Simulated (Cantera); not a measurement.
Source: NASA polynomial tables (part measured, part estimated), evaluated in Cantera. Values are per mole of reaction as written; species without (g) are pure solids or liquids, kept so even where they would boil at 1 bar.

Problem. Between 300 and 1598 K, where is each reaction favourable under standard conditions?
- 5 Cr + 9 OH(g) + 3 NO₂(g) ⇌ 3 NH₃(g) + 5 CrO₃(g)

Solution. 
- 5 Cr + 9 OH(g) + 3 NO₂(g) ⇌ 3 NH₃(g) + 5 CrO₃(g): ΔG° is -1884 kJ at 300 K and -1044 kJ at 1598 K; it stays negative (K > 1). ΔH° is -2125 kJ and ΔS° -676 J/K at 1598 K.
